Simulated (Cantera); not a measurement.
Input: 1 mol SiCl4, 0.53 mol HCl, a varied amount of H2, at 975 K and 0.160 bar.

These are equilibrium values from Cantera (NASA tables, ideal gas, pure condensed phases), not measurements of a reactor. Candidate condensed phases: Si; 19 gas species. The tables' values for SiCl3 are old estimates; treat these amounts as uncertain. The numbers say what is thermodynamically allowed, not how fast it happens.

x: gas mole fraction; nothing condenses.

```tsv
n(H2) (mol)	x H2	x SiCl4	x HCl	x SiHCl3
0.38	0.197	0.521	0.280	0.00210
0.51	0.247	0.487	0.263	0.00262
0.69	0.307	0.447	0.242	0.00324
0.93	0.374	0.402	0.220	0.00392
1.2	0.435	0.362	0.199	0.00452
1.7	0.521	0.304	0.170	0.00533
2.3	…	…	…	…
3	0.656	0.214	0.124	0.00648
4.1	0.721	0.170	0.101	0.00693
5.5	0.775	…	…	0.00720
7.4	0.821	0.104	0.0670	0.00730
9.9	0.858	0.0799	0.0540	0.00725
```

Problem. Fill in the missing entries.

Solution. 
- 2.3, x H2: 0.594
- 2.3, x SiCl4: 0.255
- 2.3, x HCl: 0.145
- 2.3, x SiHCl3: 0.00599
- 5.5, x SiCl4: 0.135
- 5.5, x HCl: 0.0829
